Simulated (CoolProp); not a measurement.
Aqueous magnesium chloride as a coolant, at 15 °C, 1 atm.

Values from CoolProp's Melinder's fits for secondary coolants.

| mass % | freezing point (°C) | viscosity (mPa s) | conductivity (W/(m K)) | cp (kJ/(kg K)) | Prandtl number |
|---|---|---|---|---|---|
| 5.7 | -3.5 | 1.40 | 0.578 | 3.847 | 9.35 |
| 8 | -5.7 | 1.54 | 0.573 | 3.714 | 10.00 |
| 10.3 | -8.7 | 1.76 | 0.567 | 3.584 | 11.1 |
| 12.5 | -12.2 | 2.01 | 0.561 | 3.463 | 12.4 |
| 14.8 | -16.4 | 2.27 | 0.554 | 3.343 | 13.7 |
| 17.1 | -21.2 | 2.50 | 0.548 | 3.230 | 14.8 |
| 19.4 | -27.0 | 2.86 | 0.541 | 3.123 | 16.5 |
| 21.6 | -34.0 | 3.80 | 0.534 | 3.024 | 21.5 |
| 23.9 | -43.9 | 7.70 | 0.525 | 2.920 | 42.8 |
| 26.2 | -58.5 | 34.7 | 0.511 | 2.808 | 190 |
